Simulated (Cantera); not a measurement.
Input: 1 mol SiH4, 0.054 mol HCl, 47 mol H2, held at 100 Torr.

Cantera equilibrium calculation (NASA polynomials, part measured and part estimated; ideal gas, pure solids and liquids). Candidate condensed phases: Si; 19 gas species. The tables' values for SiCl are old estimates; treat these amounts as uncertain. Gases not in the tables: Si2H6 and higher silanes. Kinetics and transport are ignored.

x: gas mole fraction; n: condensed amount in mol.

```tsv
T (K)	x H2	x H	x Si	x SiH	x HCl	x SiH2	n Si(l)
1898	0.997	0.00214	9.21e-5	2.93e-5	0.00109	…	0.991
1948	0.996	0.00309	0.000174	4.88e-5	0.00109	…	0.985
1998	0.994	0.00438	0.000319	7.91e-5	0.00108	…	0.975
2048	0.992	0.00611	0.000567	0.000125	0.00108	…	0.958
2098	0.989	0.00838	0.000980	0.000194	0.00108	…	0.931
2148	0.985	0.0113	0.00165	0.000294	0.00107	…	0.889
2198	0.980	0.0151	0.00271	0.000436	0.00106	…	0.823
2248	0.974	0.0199	0.00436	0.000635	0.00105	…	0.722
2298	0.965	0.0258	0.00687	0.000908	0.00103	…	0.570
2348	0.953	0.0330	0.0106	0.00128	0.00101	…	0.343
2398	0.938	0.0418	0.0161	0.00176	0.000988	…	0.00790
2448	0.927	0.0525	0.0166	0.00167	0.000980	…	0
2498	0.915	0.0653	0.0168	0.00156	0.000968	…	0
2548	0.900	0.0803	0.0170	0.00145	0.000953	…	0
```

**Question.** Some entries are withheld; supply them.

**Answer.** 
- 1898, x SiH2: 5.74e-5
- 1948, x SiH2: 7.80e-5
- 1998, x SiH2: 0.000104
- 2048, x SiH2: 0.000137
- 2098, x SiH2: 0.000179
- 2148, x SiH2: 0.000229
- 2198, x SiH2: 0.000290
- 2248, x SiH2: 0.000362
- 2298, x SiH2: 0.000446
- 2348, x SiH2: 0.000544
- 2398, x SiH2: 0.000654
- 2448, x SiH2: 0.000542
- 2498, x SiH2: 0.000446
- 2548, x SiH2: 0.000366
